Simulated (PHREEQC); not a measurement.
Make-up at 60 °C: 0.22 mol/kgw Mg(NO3)2 and 0.0043 mol/kgw Ag2SO4. Closed to the air; pH follows from the charge balance.

All values are PHREEQC results (ion-association model, wateq4f.dat), not measurements.

**Question.** The ionic strength comes out as 0.658 mol/kgw. What activity coefficients do NO3-, Ag+, MgOH+, Mg+2, SO4-2 get?

**Answer.** NO3- 0.57, Ag+ 0.73, MgOH+ 0.69, Mg+2 0.26, SO4-2 0.17.

Precipitation was switched off in this run. Constants without temperature data keep their 25 °C values here.
